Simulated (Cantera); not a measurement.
Cantera with NASA thermochemical tables; ideal gases at 1 bar, condensed phases pure. Values are per mole of reaction as written; species without (g) are pure solids or liquids, kept so even where they would boil at 1 bar.

**Question.** Between 300 and 2573 K, where is each reaction favourable under standard conditions?
- 10 CO2(g) + 5 H2(g) + 8 Ta → 4 Ta2O5 + 5 C2H2(g)

**Answer.** 
- 10 CO2(g) + 5 H2(g) + 8 Ta → 4 Ta2O5 + 5 C2H2(g): ΔG° is -2644 kJ at 300 K and 357 kJ at 2573 K; it changes sign between 2173 and 2373 K. ΔH° is -2198 kJ and ΔS° -993 J/K at 2573 K.
